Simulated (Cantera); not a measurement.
Feed: 1 mol Cu, 2 mol CO₂, 58 mol H₂, equilibrated at 775 K and 10.0 Torr.

These are equilibrium values from Cantera (NASA tables, ideal gas, pure condensed phases), not measurements of a reactor. Candidate condensed phases: C, C₆H₆, C₇H₈, C₈H₁₈, Cu, CuO, Cu(OH)₂, Cu₂O, H₂O; 113 gas species. The numbers say what is thermodynamically allowed, not how fast it happens.

Base state: H₂ 0.929, H₂O 0.0372, CO 0.0218, CH₄ 0.00770, CO₂ 0.00439 (mole fractions); condensed: Cu(s).

Question: What changes in the equilibrium state with this change: temperature from 775 K to 1423.15 K?

Answer: 
| species | before | after |
|---|---|---|
| H₂ | 0.929 | 0.934 |
| CO | 0.0218 | 0.0328 |
| H₂O | 0.0372 | 0.0328 |
| CH₄ | 0.00770 | 1.70e-9 |
| Cu | <1e-9 | 0.000157 |
| H | <1e-9 | 5.57e-5 |
| CO₂ | 0.00439 | 0.000509 |
| Cu(s), mol | 1.00 | 0 |
| Cu(l), mol | 0 | 0.991 |
